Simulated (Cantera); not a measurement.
# Premixed flame

A freely propagating, adiabatic, planar premixed flame of 24.9 % H₂, 15.2 % O₂, 57.0 % N₂, 2.99 % H₂O, unburnt at 600 K and 0.980 bar; mixture-averaged transport, grid criteria slope 0.08 and curve 0.16, no radiation.

Detailed kinetics in Cantera: the H2/O2 subset of GRI-Mech 3.0, which has no nitrogen chemistry. Burning velocities carry a grid error of a few per cent, more on coarse grids.

```tsv
z (mm)	T (K)	u (m/s)	x H₂	x O₂	x H₂O	x O	x OH	x H
-1.37	600	5.99	0.249	0.152	0.0299	<1e-8	<1e-8	<1e-8
-0.912	600	5.99	0.249	0.152	0.0299	<1e-8	<1e-8	<1e-8
-0.684	600	5.99	0.249	0.152	0.0299	<1e-8	<1e-8	<1e-8
-0.456	600	5.99	0.249	0.152	0.0299	<1e-8	<1e-8	<1e-8
-0.228	614	6.09	0.243	0.152	0.0307	6.06e-6	3.25e-5	7.98e-5
-0.114	806	7.81	0.210	0.148	0.0491	0.000287	0.000764	0.00376
0	1219	11.4	0.121	0.114	0.127	0.00481	0.00348	0.0246
0.114	1522	14.1	0.0499	0.0646	0.212	0.0115	0.00983	0.0386
0.228	1674	15.4	0.0331	0.0493	0.238	0.0127	0.0135	0.0349
0.456	1832	16.7	0.0284	0.0436	0.252	0.0109	0.0159	0.0250
0.912	1985	17.9	0.0239	0.0398	0.265	0.00816	0.0168	0.0156
1.82	2119	18.9	0.0179	0.0365	0.279	0.00542	0.0161	0.00842
3.65	2225	19.7	0.0118	0.0340	0.291	0.00321	0.0139	0.00389
```
x: mole fraction of selected species; z is measured from the peak of heat release.

```
Property                    Result
------------------------  --------
laminar burning velocity  599 cm/s
thermal thickness         0.456 mm
peak x(O)                   0.0127
peak x(OH)                  0.0169
peak x(H)                   0.0387
grid points                    126
```
